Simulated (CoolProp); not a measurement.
The fluid at 293.15 K and 0.551 MPa (liquid) is heated at constant pressure to 392.7 K. The same conditions are run with several fluids, on thermodynamics alone (safety and materials aside).

The numbers come from the reference Helmholtz-energy equation of state of each fluid (R1336mzz(E): Akasaka 2023; R227EA: Lemmon 2016; 1,2-dichloroethane: Thol 2015; n-decane: Lemmon 2006; cyclopentane: Gedanitz 2015) in CoolProp.

Rank R1336mzz(E), R227EA, 1,2-dichloroethane, n-decane, cyclopentane by heat (kJ/kg), highest first.

cyclopentane (536), n-decane (236), R1336mzz(E) (230), R227EA (203), 1,2-dichloroethane (134)

```
fluid               final phase  final density (kg/m³)
------------------  -----------  ---------------------
R1336mzz(E)                 gas                   30.2
R227EA                      gas                   30.4
1,2-dichloroethane       liquid                   1100
n-decane                 liquid                    652
cyclopentane                gas                   13.3
```
